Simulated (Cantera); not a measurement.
A perfectly stirred reactor is fed with CH₄ : H₂ : O₂ : N₂ : CO₂ = 1 : 1 : 1.79 : 6.71 : 2.3 (molar parts), equivalence ratio 1.4, at 760 Torr; it is adiabatic with a 573 K inlet, and is followed from long to short residence time, starting on the burning branch (τ in s: 0.081, 0.027, 0.0093, 0.0032, 0.0011, 0.00037, 0.00012, 4.2e-05, 1.4e-05, 4.9e-06).

Detailed kinetics in Cantera: GRI-Mech 3.0 (53 species, 325 reactions).

What does this change do: inlet temperature 573 to 623 K?


| quantity | before | after |
|---|---|---|
| blow-out, bracketed by the residence times tried | burning at 1.10 ms, out at 0.370 ms | burning at 0.370 ms, out at 0.120 ms |
| x(CH₄) at τ = 81.0 ms | 4.47e-5 | 3.29e-5 |
| x(H₂) at τ = 81.0 ms | 0.0253 | 0.0248 |
| x(O₂) at τ = 81.0 ms | 0.000224 | 0.000219 |
| x(CH₂) at τ = 81.0 ms | 3.75e-7 | 3.47e-7 |
| x(N₂O) at τ = 81.0 ms | 6.31e-9 | 6.82e-9 |
| x(CH₄) at τ = 0.370 ms | 0.0781 | 0.00104 |
| x(H₂) at τ = 0.370 ms | 0.0781 | 0.0319 |
| x(O₂) at τ = 0.370 ms | 0.140 | 0.00799 |
| x(CH₂) at τ = 0.370 ms | <1e-12 | 1.32e-5 |
| x(N₂O) at τ = 0.370 ms | <1e-12 | 2.08e-8 |
